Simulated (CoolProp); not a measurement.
Vapour-liquid equilibrium of benzene (1) + n-dodecane (2) at 0.0195 MPa; x and y are mole fractions of (1).

Computed with CoolProp (multi-fluid Helmholtz-energy mixture model, Thol 2012 and Lemmon 2004; pair parameters Bell 2016).

Task: Give the bubble temperature and the first vapour's composition at x = 0.05, 0.2, 0.95. Is there an azeotrope?

Result: x = 0.05: 399.4 K, y = 0.687; x = 0.2: 351.2 K, y = 0.973; x = 0.95: 309.0 K, y = 1.000. No azeotrope shows between x = 0.05 and 0.95.

The pair parameters rest on a limited set of measurements; away from them the model extrapolates. The gap from Raoult's law changes sign with composition, which may be real or a fault of the pair parameters; it wasn't checked against measurements.
